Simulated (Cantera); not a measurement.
# Diamond growth

A diamond (100) surface in a fixed gas of H2 with x(CH4) = 0.0025, x(CH3) = 0.00029, at 1300 K, 22000 Pa; coverages are run to steady state.

Model: the Harris–Goodwin 1993 mechanism for the reconstructed diamond (100) surface, integrated in Cantera.

```tsv
x(H)	growth (µm/h)	θ c6HH	θ c6H*	θ c6*H	θ c6**	θ c6HM
0.0001	0.698	0.660	0.0284	0.303	0.00381	0.00117
0.00022	2.11	0.548	0.0373	0.398	0.00934	0.00166
0.00048	4.85	0.469	0.0432	0.462	0.0180	0.00211
0.0011	9.57	0.420	0.0466	0.498	0.0286	0.00246
0.0023	15.9	0.397	0.0481	0.512	0.0365	0.00256
0.0051	26.3	0.384	0.0489	0.520	0.0421	0.00239
0.011	40.4	0.379	0.0495	0.523	0.0451	0.00195
0.025	57.7	0.376	0.0503	0.524	0.0470	0.00132
0.054	72.0	0.375	0.0517	0.524	0.0481	0.000790
```
θ: site fractions in the mechanism's names (c6HH fully hydrogenated, c6H* and c6*H radical sites, c6** diradical, c6HM methylated).
